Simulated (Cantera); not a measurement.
Input (Python, Cantera):

```python
import numpy as np
import cantera as ct

gas = ct.Solution("gri30.yaml")


def delay(T, t_max=10):
    gas.TPX = T, 100000, {'CO': 1, 'H2': 0.69, 'CH4': 0.082, 'O2': 0.504, 'N2': 1.9, 'H2O': 0.6}
    reactor = ct.IdealGasConstPressureReactor(gas, clone=False)
    net = ct.ReactorNet([reactor])
    net.rtol, net.atol = 1e-8, 1e-16
    while net.time < t_max:
        t_old, T_old = net.time, reactor.T
        net.step()
        if reactor.T > T + 400:  # ignition: a rise of 400 K
            return t_old + (T + 400 - T_old) / (reactor.T - T_old) * (net.time - t_old)
    return np.nan


taus = []
for T in [1050, 1100, 1150, 1200, 1250, 1300, 1350, 1400, 1450]:
    taus.append(delay(T))
    print(f"T0 = {T:6g} K   tau = {taus[-1]:.4e} s")
```

Output:

```
T0 =   1050 K   tau = 9.9645e-04 s
T0 =   1100 K   tau = 4.2334e-04 s
T0 =   1150 K   tau = 2.2895e-04 s
T0 =   1200 K   tau = 1.4369e-04 s
T0 =   1250 K   tau = 9.9275e-05 s
T0 =   1300 K   tau = 7.3195e-05 s
T0 =   1350 K   tau = 5.6547e-05 s
T0 =   1400 K   tau = 4.5299e-05 s
T0 =   1450 K   tau = 3.7457e-05 s
```

Model: GRI-Mech 3.0 (53 species, 325 reactions), integrated in Cantera. Where the delays flatten at high temperature, the 400 K rule measures the pace of heat release, not the induction time.
